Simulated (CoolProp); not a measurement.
Vapour pressure (bar) of tetrahydrofuran: the reference equation beside estimates from Tc = 267.0 °C, pc = 53.04 bar, ω = 0.234.

Computed with CoolProp (reference Helmholtz-energy equation of state, Fiedler 2023).

```json
[
 {"T (°C)": "41.55", "reference": "0.4277", "van der Waals": "3.878", "Redlich-Kwong": "0.7914"},
 {"T (°C)": "55.75", "reference": "___", "van der Waals": "5.012", "Redlich-Kwong": "1.265"},
 {"T (°C)": "69.95", "reference": "1.152", "van der Waals": "6.351", "Redlich-Kwong": "1.927"},
 {"T (°C)": "84.15", "reference": "1.767", "van der Waals": "7.912", "Redlich-Kwong": "___"},
 {"T (°C)": "98.35", "reference": "2.609", "van der Waals": "9.708", "Redlich-Kwong": "3.987"},
 {"T (°C)": "112.45", "reference": "3.721", "van der Waals": "11.74", "Redlich-Kwong": "5.458"},
 {"T (°C)": "126.65", "reference": "5.171", "van der Waals": "14.04", "Redlich-Kwong": "___"},
 {"T (°C)": "140.85", "reference": "7.012", "van der Waals": "16.62", "Redlich-Kwong": "9.535"},
 {"T (°C)": "155.05", "reference": "9.302", "van der Waals": "19.48", "Redlich-Kwong": "12.21"},
 {"T (°C)": "169.25", "reference": "12.11", "van der Waals": "22.64", "Redlich-Kwong": "15.37"},
 {"T (°C)": "183.45", "reference": "15.50", "van der Waals": "26.10", "Redlich-Kwong": "19.05"},
 {"T (°C)": "197.55", "reference": "19.52", "van der Waals": "29.85", "Redlich-Kwong": "23.25"}
]
```

Question: What belongs in the gaps?

Answer: 
- 55.75, reference: 0.7199
- 84.15, Redlich-Kwong: 2.820
- 126.65, Redlich-Kwong: 7.296

Absolute difference from the reference over all 12 rows, mean and median: van der Waals 276.3 and 193.5 %, Redlich-Kwong 47.0 and 43.9 %.
